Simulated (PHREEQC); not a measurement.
Solution (25 °C): 0.0028 mol HF and 0.037 mol NH4HF2 per kg of water. Closed to the air; pH follows from the charge balance.

The numbers come from PHREEQC with the ion-association model, phreeqc.dat.

Each row changes one thing in this solution. Precipitation was switched off in this run.

| case | pH | ionic strength (mol/kgw) | HF (mol/kgw) | F- (mol/kgw) | HF2- (mol/kgw) | NH3 (mol/kgw) |
|---|---|---|---|---|---|---|
| as made | 3.08 | 0.0380 | 0.0344 | 0.0335 | 0.00443 | 2.06e-8 |
| diluted 100-fold with water | ? | 0.000587 | 0.000181 | 0.000586 | ? | ? |
| HF replaced by LiF at the same molality | 3.15 | 0.0406 | 0.0318 | 0.0362 | 0.00441 | 2.38e-8 |
| HF replaced by KF at the same molality | 3.15 | 0.0406 | 0.0318 | 0.0362 | 0.00441 | 2.38e-8 |
| HF replaced by NaBF4 at the same molality | ? | 0.0407 | 0.0320 | 0.0337 | 0.00414 | 2.20e-8 |

### Question
What belongs in the gaps?

### Answer

- diluted 100-fold with water, pH: 3.67
- diluted 100-fold with water, HF2- (mol/kgw): 4.07e-7
- diluted 100-fold with water, NH3 (mol/kgw): 9.71e-10
- HF replaced by NaBF4 at the same molality, pH: 3.11

Complexes and solids missing from the database can't appear. Real BF4- forms and hydrolyses slowly; the run takes it at equilibrium.
